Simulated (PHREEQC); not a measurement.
Consider water at 25 °C with 0.019 mmol/kgw KOH, 3 mmol/kgw Al(NO3)3 and 1.3 mmol/kgw CuSO4. Closed to the air; pH follows from the charge balance.

Equilibrium calculation in PHREEQC: ion-association model, phreeqc.dat.

**Question.** The ionic strength comes out as 0.0181 mol/kgw. What activity coefficients do AlOH+2, SO4-2, H+, AlSO4+, Al(OH)2+ get?

**Answer.** AlOH+2 0.60, SO4-2 0.60, H+ 0.89, AlSO4+ 0.88, Al(OH)2+ 0.88.

This is a speciation only: nothing precipitates in the calculation. The solution is supersaturated, for example in Gibbsite (slow to form), so a real one may precipitate; this is no full list.
